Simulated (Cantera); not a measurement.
A Cantera script and what it prints.

```python
import numpy as np
import cantera as ct

gas_names = """
    CL CL2 H HCL H2 Si SiCL SiCL2 SiCL3 SiCL4 SiH SiHCL3 SiH2 SiH2CL2 SiH3 SiH3CL SiH4 Si2 Si3
""".split()
cond_names = """
    Si(cr) Si(L)
""".split()


# ... load() reads the species with a 1 bar reference pressure and builds the phases ...
atoms = {
    'Si': {'Si': 1},
    'HCl': {'H': 1, 'CL': 1},
    'H2': {'H': 2},
}
top_T = {}  # K; cautious upper limits of use, not melting points


# ... equilibrate(T, P, feed) seeds the gas with the atoms and calls Mixture.equilibrate('TP', solver="vcs", rtol=1e-11, max_steps=5000) ...
results = []
T = 1275  # K
P = 1400000  # Pa
for m in [0.67, 0.9, 1.2, 1.6, 2.2, 2.9, 3.9, 5.3]:
    feed = {'Si': 1, 'HCl': m, 'H2': 20}  # mol
    mix = equilibrate(T, P, feed)
    results.append((T, P, feed, dict(zip(mix.species_names, mix.species_moles))))

top = {s: max(r[3][s] / sum(r[3][g] for g in gas_names) for r in results) for s in gas_names}
cols = sorted((s for s in top if top[s] > 1e-06), key=lambda s: -top[s])[:7]
seen = [c for c in cond_names if any(r[3].get(c, 0) > 1e-12 for r in results)]
print("log10 of partial pressures in bar; condensed amounts in mol")
print(f"{'n(HCl)':>10s}" + "".join(f"{s[:9]:>10s}" for s in cols + seen))
for T, P, feed, n in results:
    ng = sum(n[g] for g in gas_names)
    print(f"{feed['HCl']:10.4g}" + "".join(f"{np.log10(max(n[s] / ng * P / 1e5, 1e-99)):10.3f}" for s in cols)
          + "".join(f"{n.get(c, 0):10.4g}" for c in seen))
```

It prints:

```
log10 of partial pressures in bar; condensed amounts in mol
    n(HCl)        H2       HCL     SiCL4    SiHCL3   SiH2CL2     SiCL3     SiCL2    Si(cr)
      0.67     1.138    -0.759    -1.803    -1.300    -1.656    -2.429    -2.243     0.853
       0.9     1.135    -0.706    -1.587    -1.139    -1.549    -2.267    -2.134     0.789
       1.2     1.133    -0.658    -1.390    -0.992    -1.453    -2.119    -2.036     0.704
       1.6     1.130    -0.614    -1.205    -0.855    -1.364    -1.981    -1.943    0.5896
       2.2     1.126    -0.568    -1.013    -0.713    -1.272    -1.837    -1.847    0.4169
       2.9     1.121    -0.531    -0.855    -0.598    -1.198    -1.719    -1.769    0.2151
       3.9     1.114    -0.399    -0.651    -0.532    -1.272    -1.650    -1.835         0
       5.3     1.095    -0.008    -0.444    -0.735    -1.884    -1.843    -2.428         0
```

Cantera equilibrium calculation (NASA polynomials, part measured and part estimated; ideal gas, pure solids and liquids). The tables' values for SiCl3 are old estimates; treat these amounts as uncertain.
